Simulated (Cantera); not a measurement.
Input: 1 mol Ta, 11 mol H2O, equilibrated at 2198.15 K and 13.3 mbar.

Equilibrium computed with Cantera from the NASA thermochemical tables; the gas is ideal and each condensed phase is pure. Candidate condensed phases: H2O, Ta, Ta2O5; 12 gas species. The numbers say what is thermodynamically allowed, not how fast it happens.

Base state: H2O 0.745, H2 0.220, H 0.0226, OH 0.0107, O2 0.00109, O 0.000765, TaO2 4.89e-5 (mole fractions); condensed: Ta2O5(l).

What changes in the equilibrium state with this change: H2O from 11 to 7.5 mol?


| species | before | after |
|---|---|---|
| H2O | 0.745 | 0.646 |
| H2 | 0.220 | 0.319 |
| H | 0.0226 | 0.0272 |
| OH | 0.0107 | 0.00768 |
| TaO2 | 4.89e-5 | 6.32e-5 |
| O2 | 0.00109 | 0.000391 |
| O | 0.000765 | 0.000458 |
| Ta2O5(l), mol | 0.500 | 0.500 |
